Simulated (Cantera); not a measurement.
A perfectly stirred reactor is fed with CH4 : O2 : N2 = 1 : 1.33 : 5.01 (molar parts), at 210000 Pa; it is adiabatic with a 775 K inlet, and is followed from long to short residence time, starting on the burning branch (τ in s: 0.044, 0.02, 0.0093, 0.0043, 0.002, 0.00091, 0.00042, 0.00019, 9e-05, 4.1e-05).

Model: GRI-Mech 3.0 (53 species, 325 reactions), integrated in Cantera.

x: mole fraction; the columns are a selection and need not sum to one.

```tsv
τ (s)	T (K)	x CH4	x O2	x CH3	x C2H4	x C2H6
0.044	2241	8.08e-5	6.25e-5	3.29e-5	5.39e-8	___
0.020	2239	0.000140	0.000117	6.18e-5	1.81e-7	___
0.0093	2236	0.000235	0.000220	0.000112	5.66e-7	___
0.0043	2232	0.000390	0.000417	0.000200	1.72e-6	___
0.0020	2227	0.000635	0.000794	0.000348	4.97e-6	___
0.00091	2217	0.00103	0.00155	0.000598	1.40e-5	___
0.00042	2200	0.00168	0.00302	0.000994	3.75e-5	___
0.00019	2165	0.00296	0.00631	0.00167	0.000106	___
9.0e-5	2066	0.00709	0.0165	0.00297	0.000421	___
4.1e-5	775	0.136	0.181	<1e-12	<1e-12	<1e-12
```

Question: Complete the blanks.

Answer: 
- 0.044, x C2H6: 1.95e-9
- 0.020, x C2H6: 6.69e-9
- 0.0093, x C2H6: 2.14e-8
- 0.0043, x C2H6: 6.68e-8
- 0.0020, x C2H6: 1.99e-7
- 0.00091, x C2H6: 5.92e-7
- 0.00042, x C2H6: 1.73e-6
- 0.00019, x C2H6: 5.94e-6
- 9.0e-5, x C2H6: 3.97e-5
